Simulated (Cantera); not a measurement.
**Equilibrium for carbothermic reduction: PbO + CO + N₂**

Charge: 1 mol PbO, 1.5 mol CO, 0.19 mol N₂, at 0.133 bar.

Method: chemical equilibrium by Gibbs-energy minimisation in Cantera with the NASA 1993 tables (ideal gas, pure condensed phases). Candidate condensed phases: C, Pb, PbO, PbO₂, Pb₃O₄; 27 gas species. Gases not in the tables: (PbO)n polymers. Rates play no part.

```csv
T (K),x CO₂,x Pb,x CO,x N₂,x PbO,n Pb(l)
1575,0.373,0.367,0.188,0.0710,0.00129,0.0148
1650,0.370,0.369,0.188,0.0706,0.00220,0
1725,0.368,0.368,0.189,0.0706,0.00351,0
1800,0.366,0.366,0.191,0.0706,0.00535,0
1875,0.364,0.364,0.194,0.0706,0.00780,0
1950,0.361,0.361,0.197,0.0706,0.0109,0
2025,0.357,0.357,0.201,0.0706,0.0148,0
2100,0.352,0.352,0.206,0.0706,0.0192,0
2175,0.346,0.347,0.211,0.0705,0.0243,0
2250,0.338,0.341,0.218,0.0703,0.0296,0
2325,0.328,0.335,0.227,0.0701,0.0348,0
2400,0.315,0.329,0.238,0.0696,0.0395,0
```
x: gas mole fraction; n: condensed amount in mol.

At 1575 K the condensed part is Pb(l). From 1650 K to 2400 K nothing is condensed.
